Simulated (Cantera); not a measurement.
Source: NASA polynomial tables (part measured, part estimated), evaluated in Cantera. Values are per mole of reaction as written; species without (g) are pure solids or liquids, kept so even where they would boil at 1 bar.

Q: Between 498 and 1498 K, where is each reaction favourable under standard conditions?
- SiH₂(g) + 2 H(g) = SiH₄(g)
- 2 SiH₄(g) = H₂(g) + 2 SiH₃(g)

A: 
- SiH₂(g) + 2 H(g) = SiH₄(g): ΔG° is -530 kJ at 498 K and -269 kJ at 1498 K; it stays negative (K > 1). ΔH° is -667 kJ and ΔS° -266 J/K at 1498 K.
- 2 SiH₄(g) = H₂(g) + 2 SiH₃(g): ΔG° is 272 kJ at 498 K and 108 kJ at 1498 K; it stays positive (K < 1). ΔH° is 352 kJ and ΔS° 163 J/K at 1498 K.
